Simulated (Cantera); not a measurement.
A freely propagating, adiabatic, planar premixed flame of CH₄ : C₂H₆ : O₂ : N₂ : H₂O = 1 : 0.57 : 3.07 : 8.6 : 0.28 (molar parts), unburnt at 675 K and 0.178 atm; mixture-averaged transport, grid criteria slope 0.08 and curve 0.16, no radiation.

Cantera simulation using GRI-Mech 3.0 (53 species, 325 reactions); the numbers are that mechanism's predictions, not measurements. Burning velocities carry a grid error of a few per cent, more on coarse grids.

x: mole fraction of selected species; z is measured from the peak of heat release.

```json
[
 {"z (mm)": "-3.64", "T (K)": "675", "u (m/s)": "2.42", "x CH₄": "0.0738", "x C₂H₆": "0.0421", "x O₂": "0.227", "x C₂H₄": "3.93e-7", "x NO₂": "<1e-8", "x C₂H": "<1e-8"},
 {"z (mm)": "-2.43", "T (K)": "677", "u (m/s)": "2.43", "x CH₄": "0.0734", "x C₂H₆": "0.0419", "x O₂": "0.225", "x C₂H₄": "6.21e-6", "x NO₂": "<1e-8", "x C₂H": "<1e-8"},
 {"z (mm)": "-1.82", "T (K)": "684", "u (m/s)": "2.47", "x CH₄": "0.0726", "x C₂H₆": "0.0416", "x O₂": "0.224", "x C₂H₄": "4.32e-5", "x NO₂": "<1e-8", "x C₂H": "<1e-8"},
 {"z (mm)": "-1.21", "T (K)": "745", "u (m/s)": "2.73", "x CH₄": "0.0693", "x C₂H₆": "0.0402", "x O₂": "0.216", "x C₂H₄": "0.000416", "x NO₂": "2.39e-8", "x C₂H": "<1e-8"},
 {"z (mm)": "-0.607", "T (K)": "1183", "u (m/s)": "4.51", "x CH₄": "0.0511", "x C₂H₆": "0.0268", "x O₂": "0.172", "x C₂H₄": "0.00367", "x NO₂": "3.56e-8", "x C₂H": "<1e-8"},
 {"z (mm)": "-0.303", "T (K)": "1610", "u (m/s)": "6.33", "x CH₄": "0.0302", "x C₂H₆": "0.00857", "x O₂": "0.120", "x C₂H₄": "0.00552", "x NO₂": "1.98e-8", "x C₂H": "(withheld)"},
 {"z (mm)": "0", "T (K)": "1986", "u (m/s)": "7.98", "x CH₄": "0.00980", "x C₂H₆": "0.000439", "x O₂": "0.0657", "x C₂H₄": "0.00222", "x NO₂": "<1e-8", "x C₂H": "(withheld)"},
 {"z (mm)": "0.303", "T (K)": "2180", "u (m/s)": "8.81", "x CH₄": "0.00163", "x C₂H₆": "3.01e-6", "x O₂": "0.0318", "x C₂H₄": "0.000225", "x NO₂": "<1e-8", "x C₂H": "(withheld)"},
 {"z (mm)": "0.607", "T (K)": "2240", "u (m/s)": "9.05", "x CH₄": "0.000177", "x C₂H₆": "1.26e-8", "x O₂": "0.0164", "x C₂H₄": "9.39e-6", "x NO₂": "<1e-8", "x C₂H": "(withheld)"},
 {"z (mm)": "1.21", "T (K)": "2262", "u (m/s)": "9.11", "x CH₄": "1.64e-6", "x C₂H₆": "<1e-8", "x O₂": "0.00792", "x C₂H₄": "<1e-8", "x NO₂": "<1e-8", "x C₂H": "(withheld)"},
 {"z (mm)": "2.43", "T (K)": "2273", "u (m/s)": "9.12", "x CH₄": "<1e-8", "x C₂H₆": "<1e-8", "x O₂": "0.00610", "x C₂H₄": "<1e-8", "x NO₂": "<1e-8", "x C₂H": "<1e-8"},
 {"z (mm)": "4.85", "T (K)": "2285", "u (m/s)": "9.16", "x CH₄": "<1e-8", "x C₂H₆": "<1e-8", "x O₂": "0.00571", "x C₂H₄": "<1e-8", "x NO₂": "<1e-8", "x C₂H": "<1e-8"},
 {"z (mm)": "9.71", "T (K)": "2304", "u (m/s)": "9.22", "x CH₄": "<1e-8", "x C₂H₆": "<1e-8", "x O₂": "0.00529", "x C₂H₄": "<1e-8", "x NO₂": "<1e-8", "x C₂H": "<1e-8"}
]
```

Q: What belongs in the gaps?

A: 
- -0.303, x C₂H: 4.82e-7
- 0, x C₂H: 7.73e-6
- 0.303, x C₂H: 1.01e-5
- 0.607, x C₂H: 2.85e-6
- 1.21, x C₂H: 5.43e-8
